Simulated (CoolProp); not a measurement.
A single-stage vapour-compression cycle with R152A: evaporating at 286.15 K (dew point), condensing at 342.15 K (bubble point), superheat 5 K, subcooling 8 K, compressor efficiency 0.9, no pressure losses. Each further row changes one setting.

Values from CoolProp's reference Helmholtz-energy equation of state, Outcalt 1996. It is a modified Benedict-Webb-Rubin equation, recast in Helmholtz form.

```csv
case,cooling COP,pressure ratio,discharge temperature (K),refrigerating effect (kJ/kg),volumetric capacity (kJ/m³)
as stated,3.65,4.49,364.5,209,2620
evaporating temperature 291.15 K,4.17,___,___,___,___
condensing temperature 337.15 K,4.14,4.00,___,219,2740
subcooling 13 K,___,4.49,364.5,219,2740
superheat 15 K,3.66,4.49,374.2,221,2630
compressor efficiency 0.8,3.24,4.49,369.2,209,2620
```

**Question.** Some entries are withheld; supply them.

**Answer.** 
- evaporating temperature 291.15 K, pressure ratio: 3.83
- evaporating temperature 291.15 K, discharge temperature (K): 362.6
- evaporating temperature 291.15 K, refrigerating effect (kJ/kg): 213
- evaporating temperature 291.15 K, volumetric capacity (kJ/m³): 3100
- condensing temperature 337.15 K, discharge temperature (K): 358.4
- subcooling 13 K, cooling COP: 3.83
